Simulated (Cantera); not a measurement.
Input: 1 mol BN, 9.8 mol NF₃, 28 mol N₂, at 1123 K and 0.133 bar.

Equilibrium computed with Cantera from the NASA thermochemical tables; the gas is ideal and each condensed phase is pure. Candidate condensed phases: B, BN; 13 gas species. Equilibrium is a limit: real reactors are often held back by kinetics, nucleation or transport.

Base state: N₂ 0.609, F 0.263, F₂ 0.109, BF₃ 0.0183, NF₃ 0.000280 (mole fractions); condensed: gas only.

Problem. What changes in the equilibrium state with this change: NF₃ from 9.8 to 1.9 mol?

Solution. 
```
species    before    after
-------  --------  -------
N₂          0.609    0.895
F           0.263   0.0676
BF₃        0.0183   0.0304
F₂          0.109  0.00719
NF₃      0.000280  5.77e-6
```

Problem. What changes in the equilibrium state with this change: NF₃ from 9.8 to 4.7 mol?

Solution. 
```
species    before    after
-------  --------  -------
N₂          0.609    0.753
F           0.263    0.175
F₂          0.109   0.0480
BF₃        0.0183   0.0244
NF₃      0.000280  9.11e-5
```
